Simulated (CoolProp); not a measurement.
Vapour pressure (MPa) of hydrogen chloride: the reference equation beside estimates from Tc = 324.7 K, pc = 8.314 MPa, ω = 0.130. Clausius-Clapeyron is anchored at 230.2 K with a constant enthalpy of vaporisation of 14.27 kJ/mol.

The numbers come from the reference Helmholtz-energy equation of state, Thol 2018 in CoolProp.

```tsv
T (K)	reference	Clausius-Clapeyron	Soave-Redlich-Kwong
215.5	0.3859	0.4139	0.3812
217.6	0.4213	0.4470	0.4171
219.7	0.4591	0.4820	0.4555
221.8	0.4994	0.5189	0.4965
223.9	0.5424	0.5580	0.5402
226	0.5881	0.5992	0.5868
228.1	0.6367	0.6426	0.6364
230.2	0.6882	0.6882	0.6891
232.3	0.7428	0.7362	0.7450
234.4	0.8006	0.7865	0.8042
236.5	0.8617	0.8394	0.8668
238.6	0.9262	0.8947	0.9330
240.7	0.9943	0.9526	1.003
242.8	1.066	1.013	1.077
```

Absolute difference from the reference over all 14 rows, mean and median: Clausius-Clapeyron 3.3 and 3.1 %, Soave-Redlich-Kwong 0.6 and 0.6 %.
